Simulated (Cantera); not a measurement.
Charge: 1 mol BCl3, 1.5 mol O2, at 1173 K and 0.133 bar.

These are equilibrium values from Cantera (NASA tables, ideal gas, pure condensed phases), not measurements of a reactor. Candidate condensed phases: B, B2O3; 18 gas species. Equilibrium is a limit: real reactors are often held back by kinetics, nucleation or transport.

Base state: Cl2 0.660, O2 0.332, Cl 0.00788, ClO 6.88e-5 (mole fractions); condensed: B2O3(l).

Question: What changes in the equilibrium state with this change: temperature from 1173 K to 950 K?

Answer: 
```tsv
species	before	after
Cl2	0.660	0.666
O2	0.332	0.333
Cl	0.00788	0.000396
ClO	6.88e-5	5.98e-6
B2O3(l), mol	0.500	0.500
```
